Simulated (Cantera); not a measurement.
An isothermal, constant-pressure homogeneous reactor starts with 35.7 % CH4, 64.3 % H2O, at 1625 K and 1.00 bar.

Computed with Cantera and GRI-Mech 3.0 (53 species, 325 reactions).

Question: Predict: x(CH4) at 1.00 s; x(H2O) at 1.00 s; x(CO2) at 1.00 s; x(H) at 1.00 s; x(CH2) at 1.00 s; x(C2H) at 1.00 s; x(OH) at 1.00 s.

Answer: 
```json
{
  "x(CH4) at 1.00 s": "0.0316 (gas-phase equilibrium 3.59e-7)",
  "x(H2O) at 1.00 s": "0.305 (gas-phase equilibrium 0.152)",
  "x(CO2) at 1.00 s": "0.0183 (gas-phase equilibrium 0.0148)",
  "x(H) at 1.00 s": "5.07e-5 (gas-phase equilibrium 5.68e-5)",
  "x(CH2) at 1.00 s": "1.62e-8 (gas-phase equilibrium <1e-12)",
  "x(C2H) at 1.00 s": "1.80e-8 (gas-phase equilibrium <1e-12)",
  "x(OH) at 1.00 s": "1.29e-6 (gas-phase equilibrium 5.68e-7)"
}
```
